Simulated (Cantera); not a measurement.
A perfectly stirred reactor is fed with C₂H₆ : N₂ = 1 : 15 (molar parts), at 13300 Pa; it is held at 1400 K, and followed from long to short residence time.

Model: GRI-Mech 3.0 (53 species, 325 reactions), integrated in Cantera. GRI-Mech 3.0 stops at C3 and has no aromatics, soot or wall deposition, so with more carbon than oxygen in the feed, carbon stays in small species such as C2H2 where larger ones or solid carbon would form.

### Question
Predict: x(C₂H₆) at τ = 21.0 s; x(CH₃) at τ = 21.0 s; x(H) at τ = 21.0 s; x(C₂H) at τ = 21.0 s; x(CH₄) at τ = 21.0 s; x(C₂H₆) at τ = 0.190 s; x(CH₃) at τ = 0.190 s; x(H) at τ = 0.190 s; x(C₂H) at τ = 0.190 s; x(CH₄) at τ = 0.190 s.

### Answer
| Item | Result |
|---|---|
| x(C₂H₆) at τ = 21.0 s | 2.78e-5 |
| x(CH₃) at τ = 21.0 s | 2.44e-5 |
| x(H) at τ = 21.0 s | 1.03e-5 |
| x(C₂H) at τ = 21.0 s | 5.25e-9 |
| x(CH₄) at τ = 21.0 s | 0.0112 |
| x(C₂H₆) at τ = 0.190 s | 0.000955 |
| x(CH₃) at τ = 0.190 s | 0.000142 |
| x(H) at τ = 0.190 s | 3.57e-5 |
| x(C₂H) at τ = 0.190 s | 1.78e-8 |
| x(CH₄) at τ = 0.190 s | 0.0155 |
